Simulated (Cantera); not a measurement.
Catalytic stagnation flow on Pt

A jet of CH4 : O2 : N2 = 0.056 : 0.058 : 0.79 (molar parts) at 300 K and 113 Torr hits a platinum plate 3.9 cm away at a mass flux of 0.021 kg/m²/s; the plate temperature is set and raised in steps from an oxygen-covered start.

Cantera simulation using Deutschmann's 1995 Pt surface mechanism with GRI-Mech 3.0 gas chemistry; the numbers are that mechanism's predictions, not measurements. Catalytic surfaces can have several steady states; this one follows from the mechanism file's or the stated starting coverage.

| plate T (K) | wall x CH4 | wall x O2 | wall x H2O | wall x OH | wall x CO | wall x CO2 | θ free Pt | θ H* | θ CO* | θ C* |
|---|---|---|---|---|---|---|---|---|---|---|
| 950 | 0.0165 | 0.00450 | 0.0615 | <1e-8 | 0.0474 | 3.42e-5 | 0.292 | 0.00214 | 0.0823 | 0.624 |
| 1000 | 0.00638 | 0.00178 | 0.0565 | <1e-8 | 0.0576 | 0.000132 | 0.489 | 0.00317 | 0.123 | 0.385 |
| 1050 | 0.00256 | 0.000793 | 0.0538 | <1e-8 | 0.0608 | 0.000970 | 0.760 | 0.00354 | 0.150 | 0.0864 |
| 1100 | 0.00194 | 0.000635 | 0.0521 | <1e-8 | 0.0598 | 0.00280 | 0.873 | 0.00323 | 0.0989 | 0.0248 |
| 1150 | 0.00173 | 0.000589 | 0.0497 | <1e-8 | 0.0575 | 0.00569 | 0.930 | 0.00288 | 0.0581 | 0.00883 |
x: mole fraction at the wall; θ: surface coverage.
